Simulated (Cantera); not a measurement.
Feed: 1 mol NaI, 350 mol N2, held at 0.00200 bar.

These are equilibrium values from Cantera (NASA tables, ideal gas, pure condensed phases), not measurements of a reactor. Candidate condensed phases: I2, Na, NaI; 7 gas species. Kinetics and transport are ignored.

x: gas mole fraction; nothing condenses.

```tsv
T (K)	x N2	x I	x Na	x NaI	x N
1350	0.997	0.000314	0.000314	0.00253	<1e-12
1400	0.997	0.000494	0.000494	0.00235	<1e-12
1450	0.996	0.000737	0.000737	0.00211	<1e-12
1500	0.996	0.00104	0.00104	0.00180	?
1550	0.996	0.00139	0.00139	0.00145	?
1600	0.995	0.00175	0.00175	0.00109	?
1650	0.995	0.00208	0.00208	0.000762	?
1700	0.995	0.00234	0.00234	0.000499	?
1750	0.995	0.00253	0.00253	0.000312	?
1800	0.995	0.00265	0.00265	0.000190	?
1850	0.994	0.00273	0.00273	0.000115	?
```

**Question.** Complete the blanks.

**Answer.** 
- 1500, x N: 1.36e-12
- 1550, x N: 4.67e-12
- 1600, x N: 1.49e-11
- 1650, x N: 4.44e-11
- 1700, x N: 1.24e-10
- 1750, x N: 3.27e-10
- 1800, x N: 8.16e-10
- 1850, x N: 1.94e-9
